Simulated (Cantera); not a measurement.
A closed system holds: 1 mol Cu2O, 950 mol H2, at 100000 Pa.

These are equilibrium values from Cantera (NASA tables, ideal gas, pure condensed phases), not measurements of a reactor. Candidate condensed phases: Cu, CuO, Cu(OH)2, Cu2O, H2O; 12 gas species. Kinetics and transport are ignored. All values below are at 1623 K.

Base state: H2 0.999, H2O 0.00105, H 6.91e-5, Cu 5.55e-5 (mole fractions); condensed: Cu(l).

Task: What changes in the equilibrium state with this change: Cu2O replaced by FeS?

Result: 
```json
[
 {"species": "H2", "before": "0.999", "after": "0.999"},
 {"species": "H2S", "before": "0", "after": "0.00104"},
 {"species": "H", "before": "6.91e-5", "after": "6.91e-5"},
 {"species": "H2O", "before": "0.00105", "after": "0"},
 {"species": "Cu", "before": "5.55e-5", "after": "0"},
 {"species": "SH", "before": "0", "after": "1.26e-5"},
 {"species": "Cu(l), mol", "before": "1.95", "after": "0"},
 {"species": "Fe(γ), mol", "before": "0", "after": "0.998"}
]
```
Further candidate phases: Fe, FeS, FeS2, S.
